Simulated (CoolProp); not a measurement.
The fluid at 564.49 K and 5.79 MPa flows at 0.52 m/s in a round tube of 2 mm bore and 0.25 µm roughness, fully developed (64/Re and Nu = 3.66 if laminar; Colebrook and Gnielinski if turbulent). The same conditions are run with several fluids, on thermodynamics alone (safety and materials aside).

The numbers come from the reference Helmholtz-energy equation of state of each fluid (n-nonane: Lemmon 2006; p-xylene: Zhou 2012; n-octane: Beckmüller 2019; ethylbenzene: Zhou 2012; o-xylene: Zhou 2012) in CoolProp.

### Question
Rank n-nonane, p-xylene, n-octane, ethylbenzene, o-xylene by Reynolds number, highest first.

### Answer
n-octane (7000), p-xylene (6840), ethylbenzene (6760), n-nonane (5870), o-xylene (5770)

| fluid | Darcy friction factor | pressure drop (Pa/m) | heat-transfer coefficient (W/(m² K)) | mass flow (kg/h) |
|---|---|---|---|---|
| n-nonane | 0.0359 | 1160 | 1470 | 2.82 |
| p-xylene | 0.0344 | 1370 | 1620 | 3.46 |
| n-octane | 0.0342 | 1010 | 1450 | 2.57 |
| ethylbenzene | 0.0345 | 1380 | 1620 | 3.49 |
| o-xylene | 0.0361 | 1500 | 1470 | 3.62 |

Transport values come from each fluid's own correlations; those of ethylbenzene are estimates that may be off by 10 % or more.
